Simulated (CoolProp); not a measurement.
Model: reference Helmholtz-energy equation of state, Thol 2016, in CoolProp.

Problem. For R1234ze(E), give the phase and the cv (kJ/(kg K)), Joule-Thomson coefficient (K/MPa) at 279.3 K and 6.98 MPa; 326.2 K and 6.98 MPa; 373.1 K and 6.98 MPa.

Solution. 
- 279.3 K and 6.98 MPa: liquid; cv 0.896, Joule-Thomson coefficient -0.243
- 326.2 K and 6.98 MPa: liquid; cv 0.945, Joule-Thomson coefficient -0.0141
- 373.1 K and 6.98 MPa: liquid; cv 1.01, Joule-Thomson coefficient 0.702
